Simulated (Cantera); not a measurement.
## NO annealing gas

A perfectly stirred reactor is fed with NO : N₂ : H₂O = 1 : 2.4 : 0.051 (molar parts), at 0.860 bar; it is held at 1948 K, and followed from long to short residence time.

Model: GRI-Mech 3.0 (53 species, 325 reactions), integrated in Cantera.

```tsv
τ (s)	x NO	x O₂	x N₂O	x NO₂	x O	x N₂
5.9	0.0872	0.101	3.18e-6	0.000106	0.000154	0.797
1.9	0.155	0.0673	9.51e-6	0.000153	0.000127	0.763
0.59	0.224	0.0325	1.99e-5	0.000156	8.96e-5	0.728
0.19	0.265	0.0123	2.77e-5	0.000115	5.71e-5	0.708
0.059	0.282	0.00395	3.09e-5	7.18e-5	3.44e-5	0.699
0.019	0.287	0.00127	3.10e-5	4.47e-5	2.16e-5	0.697
0.0058	0.289	0.000392	2.93e-5	3.00e-5	1.44e-5	0.696
0.0018	0.289	0.000119	2.49e-5	2.46e-5	1.07e-5	0.695
```
x: mole fraction; the columns are a selection and need not sum to one.
